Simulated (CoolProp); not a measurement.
Saturation properties of hexamethyldisiloxane (MM).

Values from CoolProp's reference Helmholtz-energy equation of state, Thol 2016.

| T (°C) | p (kPa) | liquid density (kg/m³) | liquid cp (kJ/(kg K)) | vapour Z | surface tension (mN/m) |
|---|---|---|---|---|---|
| -0.55 | 1.309 | 786.1 | 1.837 | 0.9973 | 17.7 |
| 17.05 | 3.675 | 767.9 | 1.879 | 0.9941 | 16.1 |
| 34.75 | 8.966 | 749.2 | 1.925 | 0.9887 | 14.6 |
| 52.35 | 19.34 | 730.1 | 1.973 | 0.9804 | 13.0 |
| 70.05 | (withheld) | (withheld) | 2.024 | 0.9683 | 11.5 |
| 87.65 | 68.65 | 690.2 | 2.076 | 0.9518 | 10.1 |
| 105.35 | 116.4 | 669.0 | 2.131 | 0.9301 | 8.67 |
| 123.05 | 186.5 | 646.6 | 2.188 | 0.9025 | 7.30 |
| 140.65 | 284.6 | 622.9 | 2.250 | 0.8685 | 5.99 |
| 158.35 | 418.6 | 597.1 | 2.319 | 0.8268 | 4.74 |
| 175.95 | 594.6 | 568.8 | (withheld) | 0.7764 | 3.56 |
| 193.65 | 823.7 | 536.3 | 2.511 | 0.7147 | 2.45 |
| 211.35 | 1116 | 497.2 | 2.691 | 0.6377 | 1.44 |

Q: What belongs in the gaps?

A: 
- 70.05, p (kPa): 38.00
- 70.05, liquid density (kg/m³): 710.5
- 175.95, liquid cp (kJ/(kg K)): 2.402

It boils at 100.5 °C under 1 atm.

Surface tension comes from a separate correlation (Mulero 2014), older than this fluid's equation and unchecked against measurements.
